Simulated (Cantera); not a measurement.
Mixture: CH4 : H2 : O2 : N2 = 1 : 0.78 : 3.41 : 12.8 (molar parts), equivalence ratio 0.70, at 3.60 bar, adiabatic and at constant pressure. Ignition delay is the time to a rise of 400 K.

Model: GRI-Mech 3.0 (53 species, 325 reactions), integrated in Cantera.

### Question
At T0 = 1175 K, what is the delay, and which 7 reactions control it most (d ln τ / d ln k, from doubling and halving each rate constant)?

### Answer
The delay is 0.532 ms.
```json
[
 {"reaction": "H + O2 <=> O + OH", "d ln τ / d ln k": "-1.33", "faster rate": "shortens it"},
 {"reaction": "CH3 + HO2 <=> CH3O + OH", "d ln τ / d ln k": "-0.59", "faster rate": "shortens it"},
 {"reaction": "H2 + OH <=> H + H2O", "d ln τ / d ln k": "-0.44", "faster rate": "shortens it"},
 {"reaction": "CH4 + OH <=> CH3 + H2O", "d ln τ / d ln k": "0.44", "faster rate": "lengthens it"},
 {"reaction": "2 CH3 (+M) <=> C2H6 (+M)", "d ln τ / d ln k": "0.31", "faster rate": "lengthens it"},
 {"reaction": "CH3 + H (+M) <=> CH4 (+M)", "d ln τ / d ln k": "0.21", "faster rate": "lengthens it"},
 {"reaction": "H + O2 + N2 <=> HO2 + N2", "d ln τ / d ln k": "0.18", "faster rate": "lengthens it"}
]
```
